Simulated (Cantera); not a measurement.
Thermodynamics of iron carbonyl, mercury and lead vapours, feed Hg + H₂

Input: 1 mol Hg, 71 mol H₂, equilibrated at 1673 K and 1 atm.

Equilibrium computed with Cantera from the NASA thermochemical tables; the gas is ideal and each condensed phase is pure. Candidate condensed phases: Hg; 3 gas species. Rates play no part.

```
Property                             Result
--------------------------------  ---------
x(H₂)                                 0.986
x(Hg)                                0.0139
x(H)                               0.000112
gas amount                        72.00 mol
log10 activity of Hg(l) (absent)      -4.78
```
